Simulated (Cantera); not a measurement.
Cantera run:

```python
import numpy as np
import cantera as ct

gas_names = """
    H HO2 H2 H2O H2O2 O OH O2 O3 Zr ZrO ZrO2
""".split()
cond_names = """
    H2O(s) H2O(L) Zr(a) Zr(b) Zr(L) ZrO2(a) ZrO2(b) ZrO2(L)
""".split()


# ... load() reads the species with a 1 bar reference pressure and builds the phases ...
atoms = {
    'ZrO2': {'Zr': 1, 'O': 2},
    'H2': {'H': 2},
}
top_T = {}  # K; cautious upper limits of use, not melting points


# ... equilibrate(T, P, feed) seeds the gas with the atoms and calls Mixture.equilibrate('TP', solver="vcs", rtol=1e-11, max_steps=5000) ...
results = []
feed = {'ZrO2': 1, 'H2': 8.8}  # mol
T = 1323.15  # K
P = 1400  # Pa
mix = equilibrate(T, P, feed)
results.append((T, P, feed, dict(zip(mix.species_names, mix.species_moles))))
x = sorted(zip(gas.X, gas.species_names), reverse=True)
print(f"T = {T:g} K  P = {P:g} Pa  gas = {mix.phase_moles(0):.4g} mol")
print("   x: " + "  ".join(f"{s} {v:.3e}" for v, s in x if v > 0.001))
print("   condensed (mol): " + ("  ".join(f"{mix.phase(i).name} {mix.phase_moles(i):.4g}"
      for i in range(1, mix.n_phases) if mix.phase_moles(i) > 1e-12) or "none"))
```

Result:

```
T = 1323.15 K  P = 1400 Pa  gas = 8.8 mol
   x: H2 1.000e+00
   condensed (mol): Zr(b) 5.992e-10  ZrO2(a) 1
```

Cantera equilibrium calculation (NASA polynomials, part measured and part estimated; ideal gas, pure solids and liquids).
